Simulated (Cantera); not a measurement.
A closed system holds: 1 mol Si, 1.5 mol Cl₂, 4 mol H₂, held at 1325 K and 16.0 bar.

Equilibrium computed with Cantera from the NASA thermochemical tables; the gas is ideal and each condensed phase is pure. Candidate condensed phases: Si; 19 gas species. The tables' values for SiCl₃ are old estimates; treat these amounts as uncertain. Equilibrium is a limit: real reactors are often held back by kinetics, nucleation or transport.

Base state: H₂ 0.781, SiHCl₃ 0.0774, SiCl₄ 0.0765, HCl 0.0395, SiH₂Cl₂ 0.0112, SiCl₃ 0.00878, SiCl₂ 0.00547, SiH₃Cl 0.000462 (mole fractions); condensed: Si(s).

Q: What changes in the equilibrium state with this change: temperature from 1325 K to 1198.15 K?

A: 
| species | before | after |
|---|---|---|
| H₂ | 0.781 | 0.794 |
| SiHCl₃ | 0.0774 | 0.0853 |
| SiCl₄ | 0.0765 | 0.0829 |
| HCl | 0.0395 | 0.0208 |
| SiH₂Cl₂ | 0.0112 | 0.0115 |
| SiCl₂ | 0.00547 | 0.00128 |
| SiCl₃ | 0.00878 | 0.00347 |
| SiH₃Cl | 0.000462 | 0.000422 |
| Si(s), mol | 0.154 | 0.140 |
